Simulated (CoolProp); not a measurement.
Vapour-liquid equilibrium of C2F6 (R116) (1) + propylene (2) at 235.6 K; x and y are mole fractions of (1).

The numbers come from the multi-fluid Helmholtz-energy mixture model, Lemmon 2006 and Lemmon 2013; pair parameters Bell 2016 in CoolProp.

### Question
Give the bubble pressure and the first vapour's composition at x = 0.35, 0.75, 0.95. Is there an azeotrope?

### Answer
x = 0.35: 0.5565 MPa, y = 0.738; x = 0.75: 0.5981 MPa, y = 0.805; x = 0.95: 0.5998 MPa, y = 0.940. y crosses x between x = 0.85 and 0.95: the model has an azeotrope there.

Pair parameters are fitted to limited data, so mixtures are less certain than the pure fluids. With so large a gap from Raoult's law the liquid may split in two, which this calculation doesn't test in full.
